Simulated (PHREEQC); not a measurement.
Dissolve 0.23 mol KBr and 8.8e-05 mol NaHSO4 per kg of water at 66 °C. Closed to the air; pH follows from the charge balance.

Equilibrium calculation in PHREEQC: ion-association model, phreeqc.dat.

Precipitation was switched off in this run.

Question: Predict the pH.

Answer: pH 4.17.

Question: In which forms is S present?

Answer: SO4-2 58 %, KSO4- 42 % of the S.

Constants without temperature data keep their 25 °C values here.
